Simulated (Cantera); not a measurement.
Input (Python, Cantera) and output of one run.

```python
import numpy as np
import cantera as ct

gas_names = """
    F F2 H HF H2 H2F2 H3F3 H4F4 H5F5 H6F6 H7F7 N NF NF2 NF3 NH NH2 NH3 N2 N2H2 N2H4 Si SiF SiF2 SiF3
    SiF4 SiH SiHF3 SiH2 SiH2F2 SiH3 SiH3F SiH4 SiN Si2 Si2N Si3
""".split()
cond_names = """
    Si(cr) Si(L) Si3N4(a)
""".split()


# ... load() reads the species with a 1 bar reference pressure and builds the phases ...
atoms = {
    'SiF4': {'Si': 1, 'F': 4},
    'NH3': {'N': 1, 'H': 3},
    'H2': {'H': 2},
}
top_T = {'Si3N4(a)': 2400}  # K; cautious upper limits of use, not melting points


# ... equilibrate(T, P, feed) seeds the gas with the atoms and calls Mixture.equilibrate('TP', solver="vcs", rtol=1e-11, max_steps=5000) ...
results = []
T = 1275  # K
P = 400  # Pa
for m in [0.44, 0.61, 0.85, 1.2, 1.7, 2.3, 3.2, 4.5, 6.3, 8.8, 12, 17, 24]:
    feed = {'SiF4': 1, 'NH3': 1.1, 'H2': m}  # mol
    mix = equilibrate(T, P, feed)
    results.append((T, P, feed, dict(zip(mix.species_names, mix.species_moles))))

top = {s: max(r[3][s] / sum(r[3][g] for g in gas_names) for r in results) for s in gas_names}
cols = sorted((s for s in top if top[s] > 0.001), key=lambda s: -top[s])[:9]
seen = [c for c in cond_names if any(r[3].get(c, 0) > 1e-12 for r in results)]
print("log10 of partial pressures in bar; condensed amounts in mol")
print(f"{'n(H2)':>10s}" + "".join(f"{s[:9]:>10s}" for s in cols + seen))
for T, P, feed, n in results:
    ng = sum(n[g] for g in gas_names)
    print(f"{feed['H2']:10.4g}" + "".join(f"{np.log10(max(n[s] / ng * P / 1e5, 1e-99)):10.3f}" for s in cols)
          + "".join(f"{n.get(c, 0):10.4g}" for c in seen))
```

Output:

```
log10 of partial pressures in bar; condensed amounts in mol
     n(H2)        H2      SiF4        N2        HF      SiF3     SiHF3
      0.44    -2.643    -2.970    -3.220    -4.586    -4.734    -5.164
      0.61    -2.629    -2.990    -3.240    -4.592    -4.742    -5.164
      0.85    -2.611    -3.017    -3.266    -4.600    -4.752    -5.166
       1.2    -2.590    -3.054    -3.302    -4.611    -4.767    -5.170
       1.7    -2.566    -3.102    -3.349    -4.627    -4.787    -5.178
       2.3    -2.545    -3.153    -3.399    -4.645    -4.809    -5.190
       3.2    -2.521    -3.220    -3.465    -4.670    -4.839    -5.208
       4.5    -2.498    -3.302    -3.545    -4.703    -4.877    -5.234
       6.3    -2.478    -3.395    -3.636    -4.742    -4.921    -5.268
       8.8    -2.460    -3.499    -3.737    -4.787    -4.971    -5.309
        12    -2.446    -3.605    -3.840    -4.834    -5.022    -5.354
        17    -2.434    -3.732    -3.963    -4.892    -5.086    -5.411
        24    -2.425    -3.866    -4.093    -4.954    -5.153    -5.474
```

Cantera equilibrium calculation (NASA polynomials, part measured and part estimated; ideal gas, pure solids and liquids). The tables' values for SiF3, SiF2 are old estimates; treat these amounts as uncertain.
